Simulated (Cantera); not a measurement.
## Gas-phase reforming

An isothermal, constant-pressure homogeneous reactor starts with 17.3 % CH₄, 81.3 % H₂O, 1.42 % H₂, at 1500 K and 1.09 atm.

Computed with Cantera and GRI-Mech 3.0 (53 species, 325 reactions).

```json
[
 {"t (s)": "1.00e-5", "x CH₄": "0.173", "x H₂O": "0.813", "x H₂": "0.0142", "x H": "5.80e-8", "x C₂H₂": "<1e-12"},
 {"t (s)": "2.77e-5", "x CH₄": "0.173", "x H₂O": "0.813", "x H₂": "0.0142", "x H": "8.54e-8", "x C₂H₂": "<1e-12"},
 {"t (s)": "7.65e-5", "x CH₄": "0.173", "x H₂O": "0.813", "x H₂": "0.0142", "x H": "1.57e-7", "x C₂H₂": "4.15e-11"},
 {"t (s)": "0.000211", "x CH₄": "0.173", "x H₂O": "0.813", "x H₂": "0.0142", "x H": "2.89e-7", "x C₂H₂": "2.81e-9"},
 {"t (s)": "0.000585", "x CH₄": "0.173", "x H₂O": "0.813", "x H₂": "0.0143", "x H": "3.94e-7", "x C₂H₂": "1.03e-7"},
 {"t (s)": "0.00162", "x CH₄": "0.172", "x H₂O": "0.813", "x H₂": "0.0146", "x H": "5.27e-7", "x C₂H₂": "2.44e-6"},
 {"t (s)": "0.00447", "x CH₄": "0.171", "x H₂O": "0.812", "x H₂": "0.0158", "x H": "7.42e-7", "x C₂H₂": "5.32e-5"},
 {"t (s)": "0.0124", "x CH₄": "0.167", "x H₂O": "0.810", "x H₂": "0.0203", "x H": "1.02e-6", "x C₂H₂": "0.000744"},
 {"t (s)": "0.0342", "x CH₄": "0.156", "x H₂O": "0.802", "x H₂": "0.0342", "x H": "1.56e-6", "x C₂H₂": "0.00469"},
 {"t (s)": "0.0946", "x CH₄": "0.133", "x H₂O": "0.784", "x H₂": "0.0650", "x H": "2.64e-6", "x C₂H₂": "0.0145"},
 {"t (s)": "0.262", "x CH₄": "0.0971", "x H₂O": "0.753", "x H₂": "0.116", "x H": "4.34e-6", "x C₂H₂": "0.0280"},
 {"t (s)": "0.723", "x CH₄": "0.0600", "x H₂O": "0.704", "x H₂": "0.181", "x H": "6.53e-6", "x C₂H₂": "0.0370"},
 {"t (s)": "2.00", "x CH₄": "0.0397", "x H₂O": "0.634", "x H₂": "0.251", "x H": "8.44e-6", "x C₂H₂": "0.0309"}
]
```
x: mole fraction; the columns are a selection and need not sum to one.

Equilibrium at this temperature and pressure: CH₄ 8.85e-8, H₂O 0.439, H₂ 0.432, H 1.11e-5, C₂H₂ <1e-12 (gas phase only).
